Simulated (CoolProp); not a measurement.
Properties of normal hydrogen along the isobar 1.48 MPa.

The numbers come from the reference Helmholtz-energy equation of state, Leachman 2009 in CoolProp.

| T (K) | phase | cp (kJ/(kg K)) | cv (kJ/(kg K)) | Joule-Thomson coefficient (K/MPa) | viscosity (µPa s) | conductivity (mW/(m K)) |
|---|---|---|---|---|---|---|
| 21.4 | liquid | 9.703 | 5.742 | -0.9712 | … | 106 |
| 29.5 | liquid | 17.12 | 6.222 | 0.08584 | 7.63 | 100 |
| 37.6 | supercritical | 23.66 | 6.943 | … | 2.31 | 45.7 |
| 45.7 | supercritical | 14.45 | 6.501 | 4.896 | … | 44.4 |
| 53.8 | supercritical | 12.67 | 6.415 | 3.823 | 2.76 | 47.5 |
| 61.9 | supercritical | 11.94 | 6.416 | 3.062 | … | … |
| 70 | supercritical | 11.61 | 6.482 | … | 3.29 | 55.6 |
| 78.1 | supercritical | 11.49 | 6.602 | 2.038 | 3.55 | … |
| 86.1 | supercritical | 11.49 | 6.766 | 1.681 | 3.79 | 64.3 |
| 94.2 | supercritical | 11.57 | 6.966 | 1.386 | 4.04 | 68.9 |
| 102.3 | supercritical | 11.71 | 7.187 | 1.144 | 4.27 | 73.7 |
| 110.4 | supercritical | 11.87 | 7.419 | 0.9432 | 4.50 | 78.6 |
| 118.5 | supercritical | 12.06 | 7.653 | 0.7756 | 4.73 | 83.7 |
| 126.6 | supercritical | 12.25 | 7.884 | … | 4.95 | 88.9 |

Task: Complete the blanks.

Result: 
- 21.4, viscosity (µPa s): 13.8
- 37.6, Joule-Thomson coefficient (K/MPa): 6.475
- 45.7, viscosity (µPa s): 2.50
- 61.9, viscosity (µPa s): 3.03
- 61.9, conductivity (mW/(m K)): 51.4
- 70, Joule-Thomson coefficient (K/MPa): 2.488
- 78.1, conductivity (mW/(m K)): 59.9
- 126.6, Joule-Thomson coefficient (K/MPa): 0.6346

The peak of cp marks the crossing from liquid-like to gas-like fluid above the critical point.

Viscosity comes from a separate model (Muzny 2013). Thermal conductivity comes from a separate model (Assael 2011).
